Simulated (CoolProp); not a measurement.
The fluid at 293.15 K and 0.382 MPa is throttled through a valve to 0.255 MPa with no heat exchange. The same conditions are run with several fluids, on thermodynamics alone (safety and materials aside).

Values from CoolProp's reference Helmholtz-energy equation of state of each fluid (normal hydrogen: Leachman 2009; sulfur hexafluoride: Guder 2009; fluorine: de Reuck 1990; R410A: Lemmon 2003; fluoroethane (R161): Wu 2012). Blends and air are pseudo-pure fits.

Question: Rank normal hydrogen, sulfur hexafluoride, fluorine, R410A, fluoroethane (R161) by temperature change (K), highest first.

Answer: normal hydrogen (+0.0), fluorine (-0.2), sulfur hexafluoride (-1.3), R410A (-2.8), fluoroethane (R161) (-3.0)

```
fluid                final density (kg/m³)
-------------------  ---------------------
normal hydrogen                      0.211
sulfur hexafluoride                   15.8
fluorine                              3.98
R410A                                 7.96
fluoroethane (R161)                   5.31
```
